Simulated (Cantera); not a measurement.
Charge: 1 mol SiH2Cl2, 0.12 mol Cl2, a varied amount of N2, equilibrated at 1750 K and 10.0 mbar.

These are equilibrium values from Cantera (NASA tables, ideal gas, pure condensed phases), not measurements of a reactor. Candidate condensed phases: NH4Cl, Si, Si3N4; 28 gas species. The tables' values for SiCl3, SiCl are old estimates; treat these amounts as uncertain. Kinetics and transport are ignored.

x: gas mole fraction; n: condensed amount in mol.

```
n(N2) (mol)   x N2  x SiCl2     x H2    x HCl       x H      x Cl   x SiCl3  n Si3N4(s)
-----------  -----  -------  -------  -------  --------  --------  --------  ----------
31           0.935   0.0249   0.0215   0.0172  0.000341  0.000210  0.000184      0.0549
39           0.948   0.0200   0.0173   0.0138  0.000306  0.000189  0.000133      0.0549
48           0.957   0.0164   0.0142   0.0114  0.000277  0.000172   9.94e-5      0.0548
60           0.966   0.0132   0.0114  0.00919  0.000248  0.000154   7.21e-5      0.0546
75           0.972   0.0106  0.00916  0.00741  0.000223  0.000139   5.22e-5      0.0543
93           0.977      [?]      [?]      [?]       [?]       [?]   3.81e-5      0.0538
120          0.982  0.00671  0.00576  0.00468  0.000177  0.000111   2.62e-5      0.0531
140          0.985  0.00576  0.00495  0.00402  0.000164  0.000103   2.09e-5      0.0525
180          0.988      [?]      [?]      [?]       [?]       [?]   1.44e-5      0.0514
220          0.990  0.00368  0.00315  0.00257  0.000131   8.21e-5   1.07e-5      0.0502
```

### Question
Complete the blanks.

### Answer

- 93, x SiCl2: 0.00863
- 93, x H2: 0.00742
- 93, x HCl: 0.00601
- 93, x H: 0.000200
- 93, x Cl: 0.000125
- 180, x SiCl2: 0.00449
- 180, x H2: 0.00385
- 180, x HCl: 0.00314
- 180, x H: 0.000144
- 180, x Cl: 9.07e-5
